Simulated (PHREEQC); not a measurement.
# Acid mine or pickling water: an equilibrium model

Model water analysis in mg/L, 25 °C, pH 3.71, pe 12.7: Na 444; K 135; Ca 143; Mg 269; Cl 476; S(6) as SO4 1880; Mn(2) 1.39; Cu(2) 3.57; Zn 64.7; B 0.168.

Valence states are taken as typed.

All values are PHREEQC results (ion-association model, wateq4f.dat), not measurements.

Each row changes one thing in this solution. No solid was allowed to form.

| case | ionic strength (mol/kgw) | SO4-2 (mol/kgw) | Mg+2 (mol/kgw) | MgSO4 (mol/kgw) | K+ (mol/kgw) | Ca+2 (mol/kgw) | SI of Gypsum (CaSO4:2H2O) | SI of Halite (NaCl) |
|---|---|---|---|---|---|---|---|---|
| as made | 0.0647 | 0.0131 | 0.00699 | 0.00411 | 0.00334 | 0.00241 | -0.64 | -5.37 |
| K from 135 to 405 mg/L | 0.0683 | 0.0130 | 0.00709 | (withheld) | 0.0100 | 0.00244 | -0.66 | -5.37 |
| all concentrations times 2 at the same typed pH | 0.122 | 0.0240 | 0.0128 | (withheld) | (withheld) | 0.00449 | -0.28 | (withheld) |

Q: What belongs in the gaps?

A: 
- K from 135 to 405 mg/L, MgSO4 (mol/kgw): 0.00402
- all concentrations times 2 at the same typed pH, MgSO4 (mol/kgw): 0.00946
- all concentrations times 2 at the same typed pH, K+ (mol/kgw): 0.00658
- all concentrations times 2 at the same typed pH, SI of Halite (NaCl): -4.82
